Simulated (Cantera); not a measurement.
Equilibrium for silicon etching in halogen gases: Si + Cl2 + N2 + NF3

Charge: 1 mol Si, 9.2 mol Cl2, 0.52 mol N2, 7 mol NF3, equilibrated at 1025 K and 0.00980 bar.

These are equilibrium values from Cantera (NASA tables, ideal gas, pure condensed phases), not measurements of a reactor. Candidate condensed phases: Si, Si3N4; 24 gas species. Rates play no part.

```yaml
x(ClF): 0.737
x(N2): 0.176
x(SiF4): 0.0438
x(Cl2): 0.0341
x(F): 0.00772
x(Cl): 0.00104
x(F2): 3.74e-5
gas_amount: 22.82 mol
log10 activity of Si(s) (absent): -65.30
```
